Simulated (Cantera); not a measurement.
An isothermal, constant-pressure homogeneous reactor starts with CH4 : H2O : H2 = 1 : 1 : 0.78 (molar parts), at 1725 K and 90.0 Torr. Integrator tolerance rtol = 1e-08.

Cantera simulation using GRI-Mech 3.0 (53 species, 325 reactions); the numbers are that mechanism's predictions, not measurements.

### Question
What does this change do: temperature 1725 to 1950 K?

### Answer
```
quantity                                             before                                     after
-----------------  ----------------------------------------  ----------------------------------------
x(CH4) at 4.00 s    0.00745 (gas-phase equilibrium 2.06e-5)  0.000381 (gas-phase equilibrium 4.96e-6)
x(H2O) at 4.00 s     0.0665 (gas-phase equilibrium 2.98e-5)   0.00461 (gas-phase equilibrium 2.04e-5)
x(H2) at 4.00 s         0.739 (gas-phase equilibrium 0.790)       0.785 (gas-phase equilibrium 0.788)
x(C2H6) at 4.00 s  3.31e-7 (gas-phase equilibrium 3.91e-12)    1.72e-9 (gas-phase equilibrium <1e-12)
x(OH) at 4.00 s    2.30e-6 (gas-phase equilibrium 9.95e-10)   1.57e-6 (gas-phase equilibrium 6.95e-9)
x(CH3) at 4.00 s    9.48e-5 (gas-phase equilibrium 2.53e-7)   2.83e-5 (gas-phase equilibrium 3.69e-7)
x(CH2) at 4.00 s   7.32e-8 (gas-phase equilibrium 1.62e-10)   1.34e-7 (gas-phase equilibrium 1.74e-9)
```
